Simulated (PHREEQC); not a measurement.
# Copper plating or etch bath: an equilibrium model

A solution holds 21 mmol/kgw CuCl2, 0.99 mmol/kgw HBF4 and 2.9 mmol/kgw FeCl3, at 25 °C. Closed to the air; pH follows from the charge balance.

All values are PHREEQC results (ion-association model, phreeqc.dat), not measurements.

```
Quantity                   Value
----------------  --------------
pH                          2.48
ionic strength    0.0713 mol/kgw
density              1.000 g/cm³
total alkalinity    -9.76 meq/kg
```

| species | molality | activity | log γ |
|---|---|---|---|
| Cl- | 0.0495 | 0.0391 | -0.102 |
| Cu+2 | 0.0198 | 0.00871 | -0.357 |
| H+ | 0.00390 | 0.00327 | -0.076 |
| FeF+2 | 0.00167 | 0.000697 | -0.379 |
| CuCl+ | 0.00116 | 0.000917 | -0.101 |
| FeF2+ | 0.00100 | 0.000805 | -0.095 |
| H3BO3 | 0.000990 | 0.00101 | 0.007 |
| HF | 0.000140 | 0.000142 | 0.007 |
| Fe+3 | 7.33e-5 | 1.52e-5 | -0.685 |
| FeOH+2 | 7.14e-5 | 2.98e-5 | -0.379 |

No solid was allowed to form. Examples of supersaturated solids here: Hematite (slow to form), Goethite (slow to form). Others may be too. Species that the database lacks are ignored. Real BF4- forms and hydrolyses slowly; the run takes it at equilibrium. Fluoro complexes past AlF4- and FeF3 are missing from the database.
